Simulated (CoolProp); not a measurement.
Vapour-liquid equilibrium of propylene (1) + R134a (2) at 205.1 K; x and y are mole fractions of (1).

Values from CoolProp's multi-fluid Helmholtz-energy mixture model, Lemmon 2013 and Tillner-Roth 1994; pair parameters Bell 2016.

```
x     bubble pressure (MPa)  y at the bubble point  dew pressure at overall composition x (MPa)  liquid density (mol/L)
----  ---------------------  ---------------------  -------------------------------------------  ----------------------
0.05                0.01603                  0.451                                     0.009647                   14.66
0.2                 0.02829                  0.722                                      0.01134                   14.64
0.35                0.03310                      …                                      0.01375                   14.63
0.5                 0.03482                      …                                      0.01742                   14.66
0.65                0.03569                  0.818                                      0.02363                   14.73
0.8                 0.03649                      …                                            …                   14.85
0.95                0.03659                  0.939                                      0.03651                   15.02
```

Q: Some entries are withheld; supply them.

A: 
- 0.35, y at the bubble point: 0.781
- 0.5, y at the bubble point: 0.802
- 0.8, y at the bubble point: 0.850
- 0.8, dew pressure at overall composition x (MPa): 0.03465

y crosses x between x = 0.8 and 0.95: the model has an azeotrope there.

Pair parameters are fitted to limited data, so mixtures are less certain than the pure fluids. With so large a gap from Raoult's law the liquid may split in two, which this calculation doesn't test in full.
